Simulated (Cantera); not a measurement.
A closed system holds: 1 mol C2F6, 2.3 mol F2, 0.07 mol CH4, at 577 °C and 0.210 Torr.

Cantera equilibrium calculation (NASA polynomials, part measured and part estimated; ideal gas, pure solids and liquids). Candidate condensed phases: C, C6H6, C7H8, C8H18; 95 gas species. The feed counts by its element totals alone. Condensed phases not in the tables: fluorocarbon polymer. Gases not in the tables: C2F6 and larger saturated fluorocarbons. Kinetics and transport are ignored.

Base state: CF4 0.517, F 0.317, F2 0.0959, HF 0.0699 (mole fractions); condensed: gas only.

**Question.** What changes in the equilibrium state with this change: temperature from 577 °C to 2477 °C?

**Answer.** 
```tsv
species	before	after
F	0.317	0.869
CF	<1e-9	0.0484
C3	<1e-9	0.0372
CF4	0.517	5.98e-9
F2	0.0959	6.10e-8
C	<1e-9	0.0115
HF	0.0699	0.0234
C2	<1e-9	0.00422
CF2	<1e-9	0.00415
H	<1e-9	0.00170
```

**Question.** What changes in the equilibrium state with this change: F2 from 2.3 to 0.011 mol?

**Answer.** 
```
species           before  after
----------------  ------  -----
CF4                0.517  0.837
HF                0.0699  0.163
F                  0.317  <1e-9
F2                0.0959  <1e-9
C(graphite), mol       0  0.634
```

**Question.** What changes in the equilibrium state with this change: CH4 from 0.07 to 0.05 mol?

**Answer.** 
| species | before | after |
|---|---|---|
| CF4 | 0.517 | 0.510 |
| F | 0.317 | 0.334 |
| F2 | 0.0959 | 0.106 |
| HF | 0.0699 | 0.0497 |
